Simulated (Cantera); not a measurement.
Input: 1 mol Si, a varied amount of HCl, 0.64 mol N2, at 550 K and 0.560 bar.

Equilibrium computed with Cantera from the NASA thermochemical tables; the gas is ideal and each condensed phase is pure. Candidate condensed phases: NH4Cl, Si, Si3N4; 28 gas species. N2 is the only nitrogen source here; it is nearly inert below about 1500 K, so the nitride shown seldom forms there in practice. Rates play no part.

Q: What share of the Si ends up in condensed phases as a function of n(HCl) (mol), at 1.9, 2.7, 3.7, 5.1, 7.1, 9.9, 14, 19, 27?

A: 
| n(HCl) (mol) | Si condensed (%) | as |
|---|---|---|
| 1.9 | 60.6 | Si3N4(s) |
| 2.7 | 44.1 | Si3N4(s) |
| 3.7 | 23.5 | Si3N4(s) |
| 5.1 | 0.0 | - |
| 7.1 | 0.0 | - |
| 9.9 | 0.0 | - |
| 14 | 0.0 | - |
| 19 | 0.0 | - |
| 27 | 0.0 | - |
